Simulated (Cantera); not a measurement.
Input (Python, Cantera) and output of one run.

```python
import numpy as np
import cantera as ct

gas_names = """
    AL ALH ALN AL2 H H2 N NH NH2 NH3 N2 N2H2 N2H4
""".split()
cond_names = """
    AL(cr) AL(L) ALN(s)
""".split()


# ... load() reads the species with a 1 bar reference pressure and builds the phases ...
atoms = {
    'AlN': {'AL': 1, 'N': 1},
    'H2': {'H': 2},
}
top_T = {'ALN(s)': 2750}  # K; cautious upper limits of use, not melting points


# ... equilibrate(T, P, feed) seeds the gas with the atoms and calls Mixture.equilibrate('TP', solver="vcs", rtol=1e-11, max_steps=5000) ...
results = []
feed = {'AlN': 1, 'H2': 1.3}  # mol
P = 13332.2  # Pa
for T in [1650, 1750, 1850, 1950, 2050, 2150, 2250, 2350, 2450, 2550, 2650, 2750, 2850]:
    mix = equilibrate(T, P, feed)
    results.append((T, P, feed, dict(zip(mix.species_names, mix.species_moles))))

top = {s: max(r[3][s] / sum(r[3][g] for g in gas_names) for r in results) for s in gas_names}
cols = sorted((s for s in top if top[s] > 0.001), key=lambda s: -top[s])[:6]
seen = [c for c in cond_names if any(r[3].get(c, 0) > 1e-12 for r in results)]
print("log10 of partial pressures in bar; condensed amounts in mol")
print(f"{'T/K':>10s}" + "".join(f"{s[:9]:>10s}" for s in cols + seen))
for T, P, feed, n in results:
    ng = sum(n[g] for g in gas_names)
    print(f"{T:10.4g}" + "".join(f"{np.log10(max(n[s] / ng * P / 1e5, 1e-99)):10.3f}" for s in cols)
          + "".join(f"{n.get(c, 0):10.4g}" for c in seen))
```

Output:

```
log10 of partial pressures in bar; condensed amounts in mol
       T/K        H2        AL        N2         H       ALH    ALN(s)
      1650    -0.875    -5.396    -5.598    -4.479    -5.983         1
      1750    -0.876    -4.623    -4.848    -4.071    -5.342    0.9997
      1850    -0.876    -3.936    -4.178    -3.707    -4.774    0.9987
      1950    -0.879    -3.322    -3.576    -3.380    -4.266    0.9948
      2050    -0.887    -2.770    -3.033    -3.088    -3.813    0.9815
      2150    -0.909    -2.270    -2.540    -2.830    -3.411    0.9396
      2250    -0.972    -1.816    -2.092    -2.615    -3.067    0.8057
      2350    -1.168    -1.401    -1.683    -2.488    -2.822     0.234
      2450    -1.236    -1.342    -1.629    -2.315    -2.864         0
      2550    -1.250    -1.345    -1.633    -2.131    -2.934         0
      2650    -1.270    -1.349    -1.640    -1.964    -3.005         0
      2750    -1.297    -1.355    -1.648    -1.813    -3.077         0
      2850    -1.334    -1.364    -1.657    -1.679    -3.153         0
```

Method: chemical equilibrium by Gibbs-energy minimisation in Cantera with the NASA 1993 tables (ideal gas, pure condensed phases).
